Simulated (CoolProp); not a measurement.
Vapour-liquid equilibrium of benzene (1) + o-xylene (2) at 9.6 bar; x and y are mole fractions of (1).

Values from CoolProp's multi-fluid Helmholtz-energy mixture model, Thol 2012 and Zhou 2012; pair parameters Bell 2016.

Problem. Give the bubble temperature and the first vapour's composition at x = 0.5, 0.8, 0.95. Is there an azeotrope?

Solution. x = 0.5: 477.2 K, y = 0.766; x = 0.8: 458.5 K, y = 0.926; x = 0.95: 451.5 K, y = 0.982. No azeotrope shows between x = 0.05 and 0.95.

Pair parameters are fitted to limited data, so mixtures are less certain than the pure fluids. The gap from Raoult's law changes sign with composition, which may be real or a fault of the pair parameters; it wasn't checked against measurements.
